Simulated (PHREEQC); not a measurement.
1 kg of water holding 28 mmol/kgw Na2CO3 and 36 mmol/kgw NaCl is evaporated at 25 °C; the solids stay in contact with the brine. The system is closed to CO2. Only these solids could form: Halite, Nahcolite, Natron, Trona.

The numbers come from PHREEQC with the Pitzer model, pitzer.dat.

| water left (kg) | ionic strength | water activity | Halite (mol) | Natron (mol) |
|---|---|---|---|---|
| 1 | 0.118 | 0.997 | 0 | 0 |
| 0.8219 | 0.144 | 0.997 | 0 | 0 |
| 0.6755 | 0.176 | 0.996 | 0 | 0 |
| 0.5552 | 0.214 | 0.996 | 0 | 0 |
| 0.4563 | 0.261 | 0.995 | 0 | 0 |
| 0.3751 | 0.317 | 0.994 | 0 | 0 |
| 0.3083 | 0.387 | 0.992 | 0 | 0 |
| 0.2534 | 0.471 | 0.991 | 0 | 0 |
| 0.2082 | 0.573 | 0.989 | 0 | 0 |
| 0.1712 | 0.698 | 0.986 | 0 | 0 |
| 0.1407 | 0.849 | 0.984 | 0 | 0 |
| 0.1156 | 1.03 | 0.980 | 0 | 0 |
| 0.09504 | 1.26 | 0.976 | 0 | 0 |
| 0.0642 | 1.86 | 0.965 | 0 | 0 |
| 0.05278 | 2.27 | 0.958 | 0 | 0 |
| 0.04338 | 2.76 | 0.949 | 0 | 0 |
| 0.03567 | 3.36 | 0.937 | 0 | 0 |
| 0.02933 | 4.09 | 0.923 | 0 | 0 |
| 0.0241 | 4.97 | 0.904 | 0 | 0 |
| 0.01981 | 6.05 | 0.879 | 0 | 0 |
| 0.0163 | 7.36 | 0.846 | 0 | 0 |
| 0.0134 | 8.95 | 0.802 | 0 | 0 |
| 0.01102 | 10.9 | 0.741 | 0 | 0 |
| 0.008526 | 12.2 | 0.703 | 0.00665 | 0.00296 |
| 0.005122 | 12.2 | 0.703 | 0.0184 | 0.0130 |
| 0.002292 | 12.2 | 0.703 | 0.0281 | 0.0213 |

Halite from water left = 0.008526 kg (pH 11.87); Natron from water left = 0.008526 kg (pH 11.87).

Complexes and solids missing from the database can't appear.
